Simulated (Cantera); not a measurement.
Input: 1 mol PbO, 600 mol H₂, 3.2 mol N₂, equilibrated at 1075 K and 0.100 bar.

These are equilibrium values from Cantera (NASA tables, ideal gas, pure condensed phases), not measurements of a reactor. Candidate condensed phases: H₂O, Pb, PbO, PbO₂, Pb₃O₄; 27 gas species. Kinetics and transport are ignored.

Base state: H₂ 0.992, N₂ 0.00530, H₂O 0.00166, Pb 0.000759 (mole fractions); condensed: Pb(l).

Task: What changes in the equilibrium state with this change: temperature from 1075 K to 1448.15 K?

Result: 
```csv
species,before,after
H₂,0.992,0.991
N₂,0.00530,0.00530
H₂O,0.00166,0.00166
Pb,0.000759,0.00166
H,4.62e-8,2.91e-5
"Pb(l), mol",0.542,0
```
